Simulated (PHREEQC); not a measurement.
Model water analysis in mg/kgw, 50 °C, pH 5.88, pe -2:

```csv
constituent,mg/kgw
Na,0.343
K,0.000543
Ca,0.0864
Mg,0.0688
Cl,0.235
S(6) as SO4,0.0509
Alkalinity as HCO3,1.03
Si as SiO2,0.00222
```

Cl is adjusted to close the charge balance.
Valence states are taken as typed.

Model: ion-association model, phreeqc.dat, run in PHREEQC.

```json
[
 {"quantity": "CO2 (mol/kgw)", "before": "4.59e-5", "after": "5.35e-5"},
 {"quantity": "HCO3- (mol/kgw)", "before": "1.82e-5", "after": "1.80e-5"},
 {"quantity": "CO3-2 (mol/kgw)", "before": "9.41e-10", "after": "1.04e-9"},
 {"quantity": "MgHCO3+ (mol/kgw)", "before": "6.92e-10", "after": "1.00e-9"},
 {"quantity": "CaHCO3+ (mol/kgw)", "before": "6.14e-10", "after": "7.34e-10"},
 {"quantity": "MgSO4 (mol/kgw)", "before": "6.01e-10", "after": "1.19e-9"},
 {"quantity": "SI of Quartz (SiO2)", "before": "-3.79", "after": "-4.19"}
]
```

### Question
Name the change that produced these shifts.
A. all concentrations times 2 at the same typed pH
B. pH from 5.88 to 6.88 at the same alkalinity
C. temperature from 50 to 85 °C at the same typed pH

### Answer
C, temperature from 50 to 85 °C at the same typed pH

This is a speciation only: nothing precipitates in the calculation. At this temperature some constants are extrapolated from 25 °C, and those without enthalpy data are left unchanged.
